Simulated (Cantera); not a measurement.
**Ignition delay**

Mixture: 7.86 % CH3OH, 21.4 % O2, 70.7 % N2, at 100000 Pa, adiabatic and at constant pressure. Ignition delay is the time to a rise of 400 K.

Computed with Cantera and GRI-Mech 3.0 (53 species, 325 reactions). GRI-Mech 3.0 was tuned for natural gas; its chemistry of methanol as a main component is partial and can be far from experiment.

| T0 (K) | delay (ms) |
|---|---|
| 1425 | 0.549 |
| 1500 | 0.267 |
| 1575 | 0.143 |
| 1650 | 0.0823 |
| 1725 | 0.0503 |

```json
{
  "apparent activation energy between 1575 and 1725 K": "160 kJ/mol"
}
```
